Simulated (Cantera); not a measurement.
A closed system holds: 1 mol PbO, 0.049 mol H2, 0.58 mol N2, at 202 °C and 29.3 Torr.

Cantera equilibrium calculation (NASA polynomials, part measured and part estimated; ideal gas, pure solids and liquids). Candidate condensed phases: H2O, Pb, PbO, PbO2, Pb3O4; 27 gas species. Rates play no part.

Base state: N2 0.922, H2O 0.0779 (mole fractions); condensed: Pb(s) + PbO(red).

Task: What changes in the equilibrium state with this change: PbO replaced by Hg?

Result: 
```tsv
species	before	after
Hg	0	0.614
N2	0.922	0.356
H2	3.54e-7	0.0300
H2O	0.0779	0
NH3	<1e-9	7.19e-5
Pb(s), mol	0.0490	0
PbO(red), mol	0.951	0
```
Further candidate phases: Hg.

Task: What changes in the equilibrium state with this change: temperature from 202 °C to 1327 °C?

Result: 
| species | before | after |
|---|---|---|
| PbO | <1e-9 | 0.477 |
| N2 | 0.922 | 0.341 |
| Pb | <1e-9 | 0.111 |
| O2 | <1e-9 | 0.0410 |
| H2O | 0.0779 | 0.0288 |
| NO | <1e-9 | 0.000562 |
| OH | <1e-9 | 0.000142 |
| O | <1e-9 | 1.49e-5 |
| Pb(s), mol | 0.0490 | 0 |
| PbO(red), mol | 0.951 | 0 |
Gases not in the tables: (PbO)n polymers.

Task: What changes in the equilibrium state with this change: temperature from 202 °C to 1050 °C?

Result: 
```json
[
 {"species": "N2", "before": "0.922", "after": "0.841"},
 {"species": "H2O", "before": "0.0779", "after": "0.0710"},
 {"species": "Pb", "before": "<1e-9", "after": "0.0710"},
 {"species": "PbO", "before": "<1e-9", "after": "0.0172"},
 {"species": "H2", "before": "3.54e-7", "after": "2.99e-5"},
 {"species": "Pb(s), mol", "before": "0.0490", "after": "0"},
 {"species": "PbO(red), mol", "before": "0.951", "after": "0"},
 {"species": "PbO(l), mol", "before": "0", "after": "0.939"}
]
```
Gases not in the tables: (PbO)n polymers.
